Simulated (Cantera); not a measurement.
An isothermal, constant-pressure homogeneous reactor starts with CH₄ : O₂ : N₂ = 0.014 : 0.0052 : 1 (molar parts), equivalence ratio 5.4, at 1150 K and 1.01 bar. Integrator tolerance rtol = 1e-08.

Detailed kinetics in Cantera: GRI-Mech 3.0 (53 species, 325 reactions). GRI-Mech 3.0 stops at C3 and has no aromatics, soot or wall deposition, so with more carbon than oxygen in the feed, carbon stays in small species such as C2H2 where larger ones or solid carbon would form.

| quantity | before | after |
|---|---|---|
| x(CH₄) at 80.0 s | 0.00790 (gas-phase equilibrium 0.00188) | 0.0188 (gas-phase equilibrium 0.00622) |
| x(O₂) at 80.0 s | 6.47e-5 (gas-phase equilibrium <1e-12) | 1.88e-5 (gas-phase equilibrium <1e-12) |
| x(CH₂CO) at 80.0 s | 2.97e-6 (gas-phase equilibrium 4.11e-10) | 1.21e-6 (gas-phase equilibrium 1.44e-9) |
| x(C₂H₆) at 80.0 s | 6.55e-6 (gas-phase equilibrium 8.77e-8) | 5.30e-6 (gas-phase equilibrium 4.49e-7) |
| x(H) at 80.0 s | 7.60e-9 (gas-phase equilibrium 1.12e-8) | 5.54e-9 (gas-phase equilibrium 1.64e-8) |
| x(HCN) at 80.0 s | 2.52e-11 (gas-phase equilibrium 0.00152) | 2.17e-11 (gas-phase equilibrium 0.00157) |

Problem. Which change was made?
A. CH4 0.014 to 0.13 parts
B. N2 1 to 0.42 parts
C. N2 1 to 0.14 parts
D. pressure from 1.01 bar to 8.70 bar

Solution. B, N2 1 to 0.42 parts
